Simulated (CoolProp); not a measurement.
Vapour-liquid equilibrium of cyclohexane (1) + m-xylene (2) at 1.45 MPa; x and y are mole fractions of (1).

Values from CoolProp's multi-fluid Helmholtz-energy mixture model, Zhou 2014 and Zhou 2012; pair parameters Bell 2016.

### Question
Give the bubble temperature and the first vapour's composition at x = 0.425, 0.5, 0.725. Is there an azeotrope?

### Answer
x = 0.425: 236.5 °C, y = 0.618; x = 0.5: 231.3 °C, y = 0.685; x = 0.725: 218.0 °C, y = 0.847. No azeotrope shows between x = 0.05 and 0.95.

Pair parameters are fitted to limited data, so mixtures are less certain than the pure fluids.
